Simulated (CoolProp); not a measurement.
Vapour-liquid equilibrium of diethyl ether (1) + acetone (2) at 183 kPa; x and y are mole fractions of (1).

The numbers come from the multi-fluid Helmholtz-energy mixture model, Thol 2014 and Lemmon 2006; pair parameters Bell 2016 in CoolProp.

| x | bubble temperature, mixture model (K) | bubble temperature, Raoult's law (K) | y, mixture model | y, Raoult's law |
|---|---|---|---|---|
| 0.05 | 345.0 | 346.2 | 0.119 | 0.091 |
| 0.125 | 341.3 | 344.0 | 0.268 | 0.216 |
| 0.2 | [?] | 342.0 | [?] | 0.327 |
| 0.275 | 335.5 | 340.1 | 0.483 | 0.426 |
| 0.35 | 333.2 | 338.3 | 0.561 | 0.514 |
| 0.425 | 331.4 | 336.5 | 0.624 | 0.594 |
| 0.5 | 329.9 | 334.9 | 0.677 | 0.666 |
| 0.575 | 328.7 | 333.3 | [?] | 0.730 |
| 0.65 | 327.7 | 331.7 | 0.765 | 0.789 |
| 0.725 | [?] | 330.3 | [?] | 0.842 |
| 0.8 | 326.2 | 328.9 | 0.849 | 0.891 |
| 0.875 | 325.7 | 327.5 | [?] | 0.935 |
| 0.95 | 325.4 | 326.2 | 0.953 | 0.975 |

Q: Complete the blanks.

A: 
- 0.2, bubble temperature, mixture model (K): 338.1
- 0.2, y, mixture model: 0.388
- 0.575, y, mixture model: 0.723
- 0.725, bubble temperature, mixture model (K): 326.8
- 0.725, y, mixture model: 0.806
- 0.875, y, mixture model: 0.896

The largest gap from Raoult's law is -5.1 K in bubble temperature, at x = 0.425. No azeotrope shows between x = 0.05 and 0.95.

The pair parameters rest on a limited set of measurements; away from them the model extrapolates.
